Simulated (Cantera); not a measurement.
Feed: 1 mol BF3, 3.6 mol NH3, held at 1098 K and 1.05 Torr.

Method: chemical equilibrium by Gibbs-energy minimisation in Cantera with the NASA 1993 tables (ideal gas, pure condensed phases). Candidate condensed phases: B, BN; 31 gas species. Equilibrium is a limit: real reactors are often held back by kinetics, nucleation or transport.

Q: What is the equilibrium state?

A: 
| Property | Result |
|---|---|
| x(H2) | 0.650 |
| x(N2) | 0.217 |
| x(BF3) | 0.116 |
| x(HF) | 0.0166 |
| x(BHF2) | 9.52e-5 |
| x(BF2) | 2.92e-6 |
| n(BN(s)) | 0.0451 mol |
| gas amount | 8.200 mol |
| log10 activity of B(s) (absent) | -5.57 |
